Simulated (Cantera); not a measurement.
Equilibrium for fluorocarbon and chlorocarbon gases: c-C₄F₈ + F₂ + H₂

Feed: 1 mol c-C₄F₈, 0.17 mol F₂, a varied amount of H₂, held at 3423.15 K and 32.0 mbar.

These are equilibrium values from Cantera (NASA tables, ideal gas, pure condensed phases), not measurements of a reactor. Candidate condensed phases: C, C₆H₆, C₇H₈, C₈H₁₈; 95 gas species. The feed counts by its element totals alone. Rates play no part.

From 0.67 mol H₂ to 18 mol H₂ nothing is condensed. The main C-bearing gas is C₃ throughout.

```csv
n(H₂) (mol),x H,x F,x HF,x CF,x C₃,x H₂,x C,x C₂
0.67,0.0174,0.638,0.120,0.0867,0.0822,3.99e-5,0.0295,0.0165
1.2,0.0348,0.548,0.206,0.0747,0.0831,0.000158,0.0296,0.0167
2,0.0685,0.424,0.314,0.0578,0.0831,0.000614,0.0296,0.0167
3.5,0.160,0.248,0.428,0.0331,0.0776,0.00334,0.0289,0.0159
6,0.334,0.115,0.416,0.0141,0.0596,0.0146,0.0265,0.0133
10,0.512,0.0566,0.313,0.00598,0.0387,0.0343,0.0229,0.0100
18,0.663,0.0276,0.198,0.00238,0.0209,0.0575,0.0187,0.00663
```
x: gas mole fraction; nothing condenses.
